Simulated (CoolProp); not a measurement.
Vapour-liquid equilibrium of R125 (1) + dimethyl ether (2) at 217.3 K; x and y are mole fractions of (1).

Model: multi-fluid Helmholtz-energy mixture model, Lemmon 2005 and Wu 2011; pair parameters Bell 2016, in CoolProp.

```json
[
 {"x": "0.05", "bubble pressure, mixture model (MPa)": "0.02151", "bubble pressure, Raoult's law (MPa)": "0.02324", "y, mixture model": "0.078", "y, Raoult's law": "0.147"},
 {"x": "0.15", "bubble pressure, mixture model (MPa)": "0.02306", "bubble pressure, Raoult's law (MPa)": "0.02797", "y, mixture model": "0.237", "y, Raoult's law": "0.365"},
 {"x": "0.25", "bubble pressure, mixture model (MPa)": "0.02514", "bubble pressure, Raoult's law (MPa)": "0.03269", "y, mixture model": "0.395", "y, Raoult's law": "0.521"},
 {"x": "0.35", "bubble pressure, mixture model (MPa)": "0.02797", "bubble pressure, Raoult's law (MPa)": "0.03741", "y, mixture model": "0.546", "y, Raoult's law": "0.637"},
 {"x": "0.45", "bubble pressure, mixture model (MPa)": "0.03175", "bubble pressure, Raoult's law (MPa)": "0.04214", "y, mixture model": "0.682", "y, Raoult's law": "0.727"},
 {"x": "0.55", "bubble pressure, mixture model (MPa)": "0.03665", "bubble pressure, Raoult's law (MPa)": "0.04686", "y, mixture model": "0.794", "y, Raoult's law": "0.800"},
 {"x": "0.65", "bubble pressure, mixture model (MPa)": "0.04271", "bubble pressure, Raoult's law (MPa)": "0.05159", "y, mixture model": "0.878", "y, Raoult's law": "0.858"},
 {"x": "0.75", "bubble pressure, mixture model (MPa)": "0.04977", "bubble pressure, Raoult's law (MPa)": "0.05631", "y, mixture model": "0.936", "y, Raoult's law": "0.907"},
 {"x": "0.85", "bubble pressure, mixture model (MPa)": "0.05737", "bubble pressure, Raoult's law (MPa)": "0.06103", "y, mixture model": "0.973", "y, Raoult's law": "0.949"},
 {"x": "0.95", "bubble pressure, mixture model (MPa)": "0.06478", "bubble pressure, Raoult's law (MPa)": "0.06576", "y, mixture model": "0.994", "y, Raoult's law": "0.984"}
]
```

The largest gap from Raoult's law is -25.2 % in bubble pressure, at x = 0.35. No azeotrope shows between x = 0.05 and 0.95.

Pair parameters are fitted to limited data, so mixtures are less certain than the pure fluids.
